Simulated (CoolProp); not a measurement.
Properties of CHF3 (R23) along the isobar 1660 kPa.

Values from CoolProp's reference Helmholtz-energy equation of state, Penoncello 2003.

```csv
T (K),phase,Prandtl number,fugacity coefficient
206.2,liquid,2.51,0.1323
226.1,liquid,2.25,0.2987
246,liquid,2.10,0.5668
265.8,gas,1.06,0.8147
285.7,gas,0.902,0.8568
305.6,gas,0.852,0.8867
325.5,gas,0.838,0.9091
345.4,gas,0.838,0.9262
```

Viscosity comes from a separate model (Shan 2000). Thermal conductivity comes from a separate model (Shan 2000).
